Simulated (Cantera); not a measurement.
Charge: 1 mol CS2, 0.0078 mol SO2, 9.1 mol H2, at 58.0 mbar.

Method: chemical equilibrium by Gibbs-energy minimisation in Cantera with the NASA 1993 tables (ideal gas, pure condensed phases). Candidate condensed phases: C, C6H6, C7H8, C8H18, H2O, H2SO4, S; 123 gas species. Rates play no part.

Over these rows the condensed part is C(graphite). Partial pressures as log10 of bar:

```
T (K)  1000/T (1/K)  log p C2H2 (acetylene)  log p H2  log p CS2  log p H2S  log p S2
-----  ------------  ----------------------  --------  ---------  ---------  --------
1398         0.7153                   -6.92     -1.31      -2.61      -2.20     -3.35
1498         0.6676                   -6.36     -1.30      -2.51      -2.35     -3.23
1598         0.6258                   -5.87     -1.30      -2.46      -2.51     -3.15
1698         0.5889                   -5.44     -1.30      -2.43      -2.66     -3.11
1798         0.5562                       ?     -1.29      -2.44      -2.80     -3.09
1898         0.5269                   -4.72     -1.30      -2.47      -2.95     -3.11
```

Fit log p(C2H2 (acetylene)) = a + b·(1000/T) to the five rows, give the apparent enthalpy, and predict the row at 1798 K.

Means: 1000/T = 0.6249, log p = -5.862. Sxy = -0.244023, Sxx = 0.0208963, so b = -11.68 and a = -5.862 − (-11.68)×0.6249 = 1.44.
Apparent enthalpy: −19.145 × (-11.68) = 224 kJ/mol. With the condensed phases at unit activity, 2 C(graphite) + H2(g) = C2H2 (acetylene)(g) links this pressure to the main gases: over the six rows their terms move log p by +0.01 in all, so the slope is close to that reaction's ΔH°. The five rows lie within 0.01 of the line.
Prediction at 1798 K: 1.44 + (-11.68)×0.5562 = -5.06. The computed value is -5.06, 0.00 from the line.
